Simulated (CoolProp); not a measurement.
The numbers come from the reference Helmholtz-energy equation of state, Lemmon 2006 in CoolProp. It is a short technical equation, of lower accuracy than the large ones.

Task: For carbon monoxide, give the phase and the cp (kJ/(kg K)), fugacity coefficient at -163.95 °C and 11.2 MPa; -24.75 °C and 11.2 MPa.

Result: 
- -163.95 °C and 11.2 MPa: liquid; cp 2.11, fugacity coefficient 0.119
- -24.75 °C and 11.2 MPa: supercritical; cp 1.38, fugacity coefficient 0.912
